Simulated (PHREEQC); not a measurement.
Dissolve 0.24 mol/kgw NH3, 8.2e-08 mol/kgw H4SiO4 and 0.00072 mol/kgw H3BO3 at 20 °C. Closed to the air; pH follows from the charge balance.

Model: ion-association model, wateq4f.dat, run in PHREEQC.

| Item | Value |
|---|---|
| pH | 11.40 |
| ionic strength | 0.00251 mol/kgw |
| total alkalinity | 240 meq/kg |

```json
[
 {"species": "NH3", "molality": "0.237", "activity": "0.237", "log γ": "0.000"},
 {"species": "NH4+", "molality": "0.00251", "activity": "0.00238", "log γ": "-0.024"},
 {"species": "OH-", "molality": "0.00179", "activity": "0.00170", "log γ": "-0.024"},
 {"species": "H2BO3-", "molality": "0.000715", "activity": "0.000676", "log γ": "-0.024"},
 {"species": "H3BO3", "molality": "5.13e-6", "activity": "5.13e-6", "log γ": "0.000"},
 {"species": "H3SiO4-", "molality": "7.85e-8", "activity": "7.43e-8", "log γ": "-0.024"},
 {"species": "H4SiO4", "molality": "2.40e-9", "activity": "2.40e-9", "log γ": "0.000"},
 {"species": "H2SiO4-2", "molality": "1.12e-9", "activity": "9.08e-10", "log γ": "-0.093"}
]
```

This is a speciation only: nothing precipitates in the calculation. Complexes and solids missing from the database can't appear.
